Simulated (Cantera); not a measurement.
An isothermal, constant-pressure homogeneous reactor starts with NO : N2 = 1 : 0.58 (molar parts), at 1723 K and 100.0 Torr. Integrator tolerance rtol = 1e-08.

Detailed kinetics in Cantera: GRI-Mech 3.0 (53 species, 325 reactions).

Q: What does this change do: pressure from 100.0 Torr to 20.0 Torr?

A: 
| quantity | before | after |
|---|---|---|
| x(NO) at 10.0 s | 0.521 (gas-phase equilibrium 0.00362) | 0.606 (gas-phase equilibrium 0.00362) |
| x(N2) at 10.0 s | 0.423 (gas-phase equilibrium 0.682) | 0.381 (gas-phase equilibrium 0.682) |
| x(NO2) at 10.0 s | 0.000292 (gas-phase equilibrium 4.79e-6) | 7.49e-5 (gas-phase equilibrium 2.14e-6) |
| x(N2O) at 10.0 s | 9.71e-5 (gas-phase equilibrium 7.15e-8) | 0.000126 (gas-phase equilibrium 3.19e-8) |
| x(O) at 10.0 s | 4.00e-5 (gas-phase equilibrium 8.79e-5) | 5.71e-5 (gas-phase equilibrium 0.000196) |
| x(O2) at 10.0 s | 0.0556 (gas-phase equilibrium 0.315) | 0.0135 (gas-phase equilibrium 0.315) |
Radical loss at walls, strong at low pressure, is not modelled.

Q: What does this change do: pressure from 100.0 Torr to 9.75 Torr?

A: 
```
quantity                                            before                                     after
----------------  ----------------------------------------  ----------------------------------------
x(NO) at 10.0 s      0.521 (gas-phase equilibrium 0.00362)     0.619 (gas-phase equilibrium 0.00362)
x(N2) at 10.0 s        0.423 (gas-phase equilibrium 0.682)       0.374 (gas-phase equilibrium 0.682)
x(NO2) at 10.0 s  0.000292 (gas-phase equilibrium 4.79e-6)   3.85e-5 (gas-phase equilibrium 1.49e-6)
x(N2O) at 10.0 s   9.71e-5 (gas-phase equilibrium 7.15e-8)  0.000127 (gas-phase equilibrium 2.23e-8)
x(O) at 10.0 s     4.00e-5 (gas-phase equilibrium 8.79e-5)  7.48e-5 (gas-phase equilibrium 0.000281)
x(O2) at 10.0 s       0.0556 (gas-phase equilibrium 0.315)     0.00708 (gas-phase equilibrium 0.314)
```
Radical loss at walls, strong at low pressure, is not modelled.
